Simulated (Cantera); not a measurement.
**Gas-phase reforming**

An isothermal, constant-pressure homogeneous reactor starts with CH4 : CO2 = 1 : 1.9 (molar parts), at 1525 K and 760 Torr.

Computed with Cantera and GRI-Mech 3.0 (53 species, 325 reactions).

| t (s) | x CH4 | x CO2 | x O2 | x C2H4 | x H2O | x H |
|---|---|---|---|---|---|---|
| 0.000600 | 0.344 | 0.655 | <1e-12 | 2.57e-5 | 5.44e-6 | 6.66e-8 |
| 0.00130 | 0.344 | 0.655 | <1e-12 | 0.000101 | 1.45e-5 | 9.08e-8 |
| 0.00282 | 0.342 | 0.655 | <1e-12 | 0.000398 | 4.53e-5 | 1.58e-7 |
| 0.00612 | 0.338 | 0.654 | <1e-12 | 0.00149 | 0.000181 | 3.49e-7 |
| 0.0133 | 0.328 | 0.649 | <1e-12 | 0.00400 | 0.000858 | 8.07e-7 |
| 0.0288 | 0.306 | 0.636 | <1e-12 | 0.00578 | 0.00387 | 1.58e-6 |
| 0.0625 | 0.270 | 0.606 | 1.02e-12 | 0.00473 | 0.0148 | 2.61e-6 |
| 0.136 | 0.217 | 0.546 | 2.47e-12 | 0.00354 | 0.0467 | 3.68e-6 |
| 0.294 | 0.146 | 0.439 | 4.26e-12 | 0.00301 | 0.116 | 4.57e-6 |
| 0.638 | 0.0731 | 0.306 | 5.36e-12 | 0.00260 | 0.200 | 5.68e-6 |
| 1.38 | 0.0340 | 0.223 | 4.25e-12 | 0.00261 | 0.226 | 8.05e-6 |
| 3.00 | 0.0253 | 0.177 | 2.68e-12 | 0.00242 | 0.204 | 9.58e-6 |
x: mole fraction; the columns are a selection and need not sum to one.

Equilibrium at this temperature and pressure: CH4 4.02e-7, CO2 0.0724, O2 <1e-12, C2H4 <1e-12, H2O 0.111, H 1.29e-5 (gas phase only).
